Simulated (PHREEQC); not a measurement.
Solution (25 °C): 0.0059 mol NH3, 0.0011 mol H4SiO4 and 6.5e-05 mol K3PO4 per kg of water. It is in equilibrium with CO2 at log p = -1 (atm). Otherwise closed; pH follows from the charge balance.

Computed with PHREEQC (ion-association model, wateq4f.dat).

Each row changes one thing in this solution. Precipitation was switched off in this run.

```
case                                      pH  ionic strength (mol/kgw)  HCO3- (mol/kgw)  CO2 (mol/kgw)  H2PO4- (mol/kgw)  HPO4-2 (mol/kgw)  SI of SiO2(a) (SiO2)
--------------------------------------  ----  ------------------------  ---------------  -------------  ----------------  ----------------  --------------------
as made                                 6.56                   0.00610          0.00600        0.00340           5.04e-5           1.46e-5                 -0.25
temperature from 25 to 45 °C            6.70                   0.00606          0.00595        0.00214           4.51e-5           1.99e-5                 -0.40
temperature from 25 to 60 °C            6.80                   0.00595          0.00582        0.00164           4.04e-5           2.46e-5                 -0.50
diluted 2-fold with water               6.27                   0.00305          0.00301        0.00340           2.85e-5           3.97e-6                 -0.55
diluted 5-fold with water               5.88                   0.00122          0.00121        0.00340           1.23e-5           6.60e-7                 -0.95
NH3 from 0.0059 to 0.00059 mol/kgw      5.66                  0.000789         0.000720        0.00340           6.30e-5           1.98e-6                 -0.25
K3PO4 from 6.5e-05 to 9.75e-05 mol/kgw  6.57                   0.00620          0.00606        0.00340           7.54e-5           2.21e-5                 -0.25
temperature from 25 to 65 °C            6.84                   0.00588          0.00575        0.00152           3.88e-5           2.62e-5                 -0.54
temperature from 25 to 75 °C            6.90                   0.00567          0.00553        0.00134           3.58e-5           2.92e-5                 -0.60
```

Complexes and solids missing from the database can't appear. Some of these states are supersaturated (in Quartz (slow to form), Chalcedony (slow to form), for instance). H3PO4, which wateq4f.dat lacks, is added to it with the constant of phreeqc.dat. Constants without temperature data keep their 25 °C values here.
